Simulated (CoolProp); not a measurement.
Saturated liquid density (kg/m³) of oxygen: the reference equation beside estimates from Tc = 154.6 K, pc = 5046 kPa, ω = 0.022.

Model: reference Helmholtz-energy equation of state, Schmidt 1985, in CoolProp.

```csv
T (K),reference,van der Waals,Soave-Redlich-Kwong
83.6,1173,804.3,1175
87.3,1155,792.5,1156
91.1,1137,780.0,1136
94.8,1118,767.3,1115
98.6,1098,753.8,1093
102.3,1079,740.2,1070
106.1,1058,725.5,1045
109.8,1037,710.6,1020
113.5,1015,695.0,993.0
117.3,991.3,678.1,963.8
121,967.2,660.7,933.7
124.8,941.1,641.7,900.6
128.5,914.0,622.0,866.0
132.3,884.0,600.1,827.5
136,852.0,576.8,786.5
```

Absolute difference from the reference over all 15 rows, mean and median: van der Waals 31.6 and 31.5 %, Soave-Redlich-Kwong 2.5 and 1.6 %.
